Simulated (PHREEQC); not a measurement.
Make-up at 65 °C: 0.032 mol H2SO4 and 0.00076 mol MnSO4 per kg of water. Closed to the air; pH follows from the charge balance.

Equilibrium calculation in PHREEQC: ion-association model, phreeqc.dat.

```json
{
 "pH": "1.50",
 "ionic_strength": "0.0447 mol/kgw",
 "specific_conductance": "27100 µS/cm",
 "total_alkalinity": "-64.0 meq/kg"
}
```

```tsv
species	molality	activity	log γ
H+	0.0373	0.0316	-0.071
HSO4-	0.0267	0.0218	-0.089
SO4-2	0.00583	0.00262	-0.346
Mn+2	0.000533	0.000251	-0.327
MnSO4	0.000227	0.000229	0.004
```

Precipitation was switched off in this run. Constants without temperature data keep their 25 °C values here.
